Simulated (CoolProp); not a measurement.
Vapour-liquid equilibrium of n-hexane (1) + dimethyl carbonate (2) at 0.2 MPa; x and y are mole fractions of (1).

The numbers come from the multi-fluid Helmholtz-energy mixture model, Thol 2019 and Zhou 2011; pair parameters Bell 2016 in CoolProp.

| x | bubble temperature (K) | y at the bubble point | dew temperature at overall composition x (K) | liquid density (mol/L) |
|---|---|---|---|---|
| 0.05 | 378.6 | 0.221 | 384.6 | 10.26 |
| 0.2 | 367.9 | 0.490 | 379.4 | 9.601 |
| 0.35 | 364.2 | 0.582 | 373.7 | 8.938 |
| 0.5 | 362.7 | 0.636 | 367.5 | 8.343 |
| 0.65 | 361.9 | 0.690 | 362.4 | 7.825 |
| 0.8 | 361.9 | 0.771 | 362.2 | 7.375 |
| 0.95 | 363.8 | 0.919 | 364.3 | 6.971 |

y crosses x between x = 0.65 and 0.8: the model has an azeotrope there.

The pair parameters rest on a limited set of measurements; away from them the model extrapolates.
